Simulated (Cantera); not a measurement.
Cantera with NASA thermochemical tables; ideal gases at 1 bar, condensed phases pure. Values are per mole of reaction as written; species without (g) are pure solids or liquids, kept so even where they would boil at 1 bar.

**Question.** Between 1448 and 1548 K, where is each reaction favourable under standard conditions?
- 0.6667 Cr + O₂(g) ⇌ 0.6667 CrO₃(g)
- 2 C + O₂(g) ⇌ 2 CO(g)
- 2 Ti + O₂(g) ⇌ 2 TiO(g)

**Answer.** 
- 0.6667 Cr + O₂(g) ⇌ 0.6667 CrO₃(g): ΔG° is -128 kJ at 1448 K and -123 kJ at 1548 K; it stays negative (K > 1). ΔH° is -201 kJ and ΔS° -51 J/K at 1548 K.
- 2 C + O₂(g) ⇌ 2 CO(g): ΔG° is -479 kJ at 1448 K and -496 kJ at 1548 K; it stays negative (K > 1). ΔH° is -231 kJ and ΔS° 171 J/K at 1548 K.
- 2 Ti + O₂(g) ⇌ 2 TiO(g): ΔG° is -160 kJ at 1448 K and -176 kJ at 1548 K; it stays negative (K > 1). ΔH° is 75 kJ and ΔS° 162 J/K at 1548 K.
